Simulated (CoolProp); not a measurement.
500 sccm (0 °C, 1 atm) of nitrogen bubbles through liquid the fluoroketone C6F12O (FK-5-1-12) at 307.7 K and leaves saturated at a total pressure of 0.15 MPa (ideal gas phase). Each further row changes one setting.

The numbers come from the reference Helmholtz-energy equation of state, McLinden 2015 in CoolProp.

| case | vapour pressure (kPa) | mole fraction of vapour | delivery (mg/min) | delivery (sccm) | change of delivery for a bath 1 K warmer (%) |
|---|---|---|---|---|---|
| as stated | 59.5 | 0.396 | 4630 | 328 | 6.7 |
| bath temperature 312.7 K | 72.0 | 0.480 | 6500 | 461 | 7.6 |
| total pressure 0.3 MPa | 59.5 | 0.198 | 1740 | 124 | 5.0 |
